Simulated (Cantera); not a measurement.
Input (Python, Cantera) and output of one run.

```python
import numpy as np
import cantera as ct

gas_names = """
    H H2 H2S N NH NH2 NH3 N2 N2H2 N2H4 S SH SN S2 S8
""".split()
cond_names = """
    S(cr1) S(cr2) S(L)
""".split()


# ... load() reads the species with a 1 bar reference pressure and builds the phases ...
atoms = {
    'S': {'S': 1},
    'H2': {'H': 2},
    'N2': {'N': 2},
}
top_T = {}  # K; cautious upper limits of use, not melting points


# ... equilibrate(T, P, feed) seeds the gas with the atoms and calls Mixture.equilibrate('TP', solver="vcs", rtol=1e-11, max_steps=5000) ...
results = []
T = 2423.15  # K
P = 1333.22  # Pa
for m in [0.056, 0.077, 0.11, 0.14, 0.2, 0.27, 0.38, 0.52, 0.71, 0.97, 1.3]:
    feed = {'S': 1, 'H2': m, 'N2': 0.28}  # mol
    mix = equilibrate(T, P, feed)
    results.append((T, P, feed, dict(zip(mix.species_names, mix.species_moles))))

top = {s: max(r[3][s] / sum(r[3][g] for g in gas_names) for r in results) for s in gas_names}
cols = sorted((s for s in top if top[s] > 0.001), key=lambda s: -top[s])[:5]
seen = [c for c in cond_names if any(r[3].get(c, 0) > 1e-12 for r in results)]
print("log10 of partial pressures in bar; condensed amounts in mol")
print(f"{'n(H2)':>10s}" + "".join(f"{s[:9]:>10s}" for s in cols + seen))
for T, P, feed, n in results:
    ng = sum(n[g] for g in gas_names)
    print(f"{feed['H2']:10.4g}" + "".join(f"{np.log10(max(n[s] / ng * P / 1e5, 1e-99)):10.3f}" for s in cols)
          + "".join(f"{n.get(c, 0):10.4g}" for c in seen))
```

It prints:

```
log10 of partial pressures in bar; condensed amounts in mol
     n(H2)        H2        S2        N2         S         H
     0.056    -3.327    -2.235    -2.398    -2.621    -3.414
     0.077    -3.169    -2.250    -2.409    -2.628    -3.335
      0.11    -3.001    -2.271    -2.426    -2.639    -3.252
      0.14    -2.894    -2.290    -2.441    -2.648    -3.198
       0.2    -2.746    -2.324    -2.469    -2.665    -3.124
      0.27    -2.630    -2.361    -2.499    -2.683    -3.066
      0.38    -2.510    -2.414    -2.542    -2.710    -3.006
      0.52    -2.412    -2.474    -2.591    -2.740    -2.957
      0.71    -2.326    -2.546    -2.650    -2.776    -2.914
      0.97    -2.251    -2.631    -2.719    -2.818    -2.876
       1.3    -2.191    -2.723    -2.793    -2.865    -2.847
```

Cantera equilibrium calculation (NASA polynomials, part measured and part estimated; ideal gas, pure solids and liquids).
